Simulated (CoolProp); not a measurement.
Saturation properties of the fluoroketone C6F12O (FK-5-1-12).

Values from CoolProp's reference Helmholtz-energy equation of state, McLinden 2015.

```json
[
 {"T (K)": "337.6", "p (kPa)": "167.9", "liquid density (kg/m³)": "1475", "vapour density (kg/m³)": "20.82", "liquid cp (kJ/(kg K))": "1.139"},
 {"T (K)": "343.9", "p (kPa)": "203.2", "liquid density (kg/m³)": "1453", "vapour density (kg/m³)": "25.11", "liquid cp (kJ/(kg K))": "1.147"},
 {"T (K)": "350.2", "p (kPa)": "244.0", "liquid density (kg/m³)": "1430", "vapour density (kg/m³)": "30.09", "liquid cp (kJ/(kg K))": "1.156"},
 {"T (K)": "356.5", "p (kPa)": "290.8", "liquid density (kg/m³)": "1406", "vapour density (kg/m³)": "35.86", "liquid cp (kJ/(kg K))": "1.166"},
 {"T (K)": "362.9", "p (kPa)": "344.9", "liquid density (kg/m³)": "1381", "vapour density (kg/m³)": "42.65", "liquid cp (kJ/(kg K))": "1.178"},
 {"T (K)": "369.2", "p (kPa)": "405.4", "liquid density (kg/m³)": "1356", "vapour density (kg/m³)": "50.39", "liquid cp (kJ/(kg K))": "1.190"},
 {"T (K)": "375.5", "p (kPa)": "473.7", "liquid density (kg/m³)": "1329", "vapour density (kg/m³)": "59.33", "liquid cp (kJ/(kg K))": "1.204"},
 {"T (K)": "381.8", "p (kPa)": "550.3", "liquid density (kg/m³)": "1301", "vapour density (kg/m³)": "69.69", "liquid cp (kJ/(kg K))": "1.220"},
 {"T (K)": "388.1", "p (kPa)": "636.0", "liquid density (kg/m³)": "1271", "vapour density (kg/m³)": "81.71", "liquid cp (kJ/(kg K))": "1.239"},
 {"T (K)": "394.4", "p (kPa)": "731.4", "liquid density (kg/m³)": "1239", "vapour density (kg/m³)": "95.75", "liquid cp (kJ/(kg K))": "1.261"},
 {"T (K)": "400.7", "p (kPa)": "837.4", "liquid density (kg/m³)": "1205", "vapour density (kg/m³)": "112.3", "liquid cp (kJ/(kg K))": "1.289"},
 {"T (K)": "407", "p (kPa)": "954.8", "liquid density (kg/m³)": "1168", "vapour density (kg/m³)": "131.9", "liquid cp (kJ/(kg K))": "1.324"},
 {"T (K)": "413.3", "p (kPa)": "1085", "liquid density (kg/m³)": "1127", "vapour density (kg/m³)": "155.8", "liquid cp (kJ/(kg K))": "1.372"},
 {"T (K)": "419.7", "p (kPa)": "1231", "liquid density (kg/m³)": "1080", "vapour density (kg/m³)": "185.9", "liquid cp (kJ/(kg K))": "1.444"}
]
```

It boils at 322.2 K under 1 atm.
